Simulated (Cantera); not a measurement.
Input (Python, Cantera) and output of one run.

```python
import numpy as np
import cantera as ct

gas_names = """
    C CH CH2 CH3 CH2OH CH3O CH4 CH3OH CN CO CO2 COOH C2 C2H CHCO,ketyl C2H2,acetylene C2H2,vinylidene
    CH2CO,ketene C2H3,vinyl CH3CN CH3CO,acetyl C2H4 C2H4O,ethylen CH3CHO,ethanal CH3COOH (HCOOH)2 C2H5
    C2H6 CH3OCH3 C2H5OH CCN CNC C2N2 C2O C3 C3H3,propargyl C3H4,allene C3H4,propyne C3H4,cyclo-
    C3H5,allyl C3H6,propylene C3H6,cyclo- C3H6O C3H7,n-propyl C3H7,i-propyl C3H8 C3H8O,1propanol
    C3H8O,2propanol C3O2 C4 C4H2 C4H4,1,3-cyclo- C4H6,butadiene C4H6,2-butyne C4H6,cyclo- C4H8,1-butene
    C4H8,cis2-buten C4H8,tr2-butene C4H8,isobutene C4H8,cyclo- (CH3COOH)2 C4H9,n-butyl C4H9,i-butyl
    C4H9,s-butyl C4H9,t-butyl C4H10,isobutane C4H10,n-butane C4N2 C5 C5H6,1,3cyclo- C5H8,cyclo-
    C5H10,1-pentene C5H10,cyclo- C5H11,pentyl C5H11,t-pentyl C5H12,n-pentane C5H12,i-pentane
    CH3C(CH3)2CH3 C6H2 C6H5,phenyl C6H5O,phenoxy C6H6 C6H5OH,phenol C6H10,cyclo- C6H12,1-hexene
    C6H12,cyclo- C6H13,n-hexyl C7H7,benzyl C7H8 C7H8O,cresol C7H14,1-heptene C7H15,n-heptyl
    C7H16,n-heptane C8H8,styrene C8H10,ethylbenz C8H16,1-octene C8H17,n-octyl C8H18,isooctane
    C8H18,n-octane C9H19,n-nonyl C10H8,naphthale C10H21,n-decyl C12H9,o-bipheny C12H10,bipheny H HCN HCO
    HCCN HNC HNCO HNO HNO2 HNO3 HO2 H2 HCHO,formaldehy HCOOH H2O H2O2 N NCO NH NH2 NH3 NH2OH NO NO2 NO3
    N2 N2H2 N2H4 N2O O OH O2 O3
""".split()
cond_names = """
    C(gr) C6H6(L) C7H8(L) C8H18(L),n-octa H2O(s) H2O(L)
""".split()


def load(file, names, dense=False):
    # The tables refer to 1 bar. Condensed volumes are neglected.
    table = {s.name: s for s in ct.Species.list_from_file(file)}
    out = []
    for n in names:
        d = dict(table[n].input_data)
        d["thermo"] = dict(d["thermo"], **{"reference-pressure": 1e5})
        if dense:
            d["equation-of-state"] = {"model": "constant-volume", "density": "1e6 g/cm^3"}
        out.append(ct.Species.from_dict(d))
    return out


gas = ct.Solution(thermo="ideal-gas", species=load("nasa_gas.yaml", gas_names))
cond = {s.name: ct.Solution(thermo="fixed-stoichiometry", species=[s], name=s.name)
        for s in load("nasa_condensed.yaml", cond_names, dense=True)}
atoms = {
    'acetone': {'C': 3, 'H': 6, 'O': 1},
    'NH3': {'N': 1, 'H': 3},
}
top_T = {'C(gr)': 4500}  # K; cautious upper limits of use, not melting points


def equilibrate(T, P, feed):
    n = {}
    for name, mol in feed.items():
        for a, k in atoms[name].items():
            n[a] = n.get(a, 0.0) + k * mol
    gas.TPX = T, P, n
    mass = sum(n.values()) * gas.mean_molecular_weight
    gas.equilibrate("TP")
    valid = [c for c in cond.values() if c.min_temp <= T <= top_T.get(c.name, c.max_temp)]
    mix = ct.Mixture([(gas, mass / gas.mean_molecular_weight)] + [(c, 0.0) for c in valid])
    mix.T, mix.P = T, P
    mix.equilibrate("TP", solver="vcs", rtol=1e-11, max_steps=5000)
    return mix


results = []
feed = {'acetone': 1, 'NH3': 0.041}  # mol
P = 3300000  # Pa
for T in [2123, 2198, 2273, 2348, 2423, 2498, 2573, 2648, 2723]:
    mix = equilibrate(T, P, feed)
    results.append((T, P, feed, dict(zip(mix.species_names, mix.species_moles))))

top = {s: max(r[3][s] / sum(r[3][g] for g in gas_names) for r in results) for s in gas_names}
cols = sorted((s for s in top if top[s] > 1e-06), key=lambda s: -top[s])[:6]
seen = [c for c in cond_names if any(r[3].get(c, 0) > 1e-12 for r in results)]
print("log10 of partial pressures in bar; condensed amounts in mol")
print(f"{'T/K':>10s}" + "".join(f"{s[:9]:>10s}" for s in cols + seen))
for T, P, feed, n in results:
    ng = sum(n[g] for g in gas_names)
    print(f"{T:10.4g}" + "".join(f"{np.log10(max(n[s] / ng * P / 1e5, 1e-99)):10.3f}" for s in cols)
          + "".join(f"{n.get(c, 0):10.4g}" for c in seen))
```

It prints:

```
log10 of partial pressures in bar; condensed amounts in mol
       T/K        H2        CO C2H2,acet         H       CH4       HCN     C(gr)
      2123     1.388     0.909    -1.393    -1.751    -0.729    -1.362     1.962
      2198     1.388     0.909    -1.208    -1.560    -0.803    -1.262     1.958
      2273     1.387     0.909    -1.036    -1.382    -0.871    -1.172     1.951
      2348     1.387     0.909    -0.876    -1.215    -0.936    -1.090     1.941
      2423     1.385     0.908    -0.726    -1.059    -0.997    -1.018     1.926
      2498     1.384     0.908    -0.586    -0.912    -1.055    -0.953     1.907
      2573     1.381     0.907    -0.455    -0.773    -1.111    -0.896     1.882
      2648     1.378     0.907    -0.332    -0.643    -1.165    -0.846     1.851
      2723     1.374     0.906    -0.217    -0.521    -1.217    -0.804     1.813
```

Method: chemical equilibrium by Gibbs-energy minimisation in Cantera with the NASA 1993 tables (ideal gas, pure condensed phases). The feed counts by its element totals alone. The ideal-gas law is rough above about 30 bar.
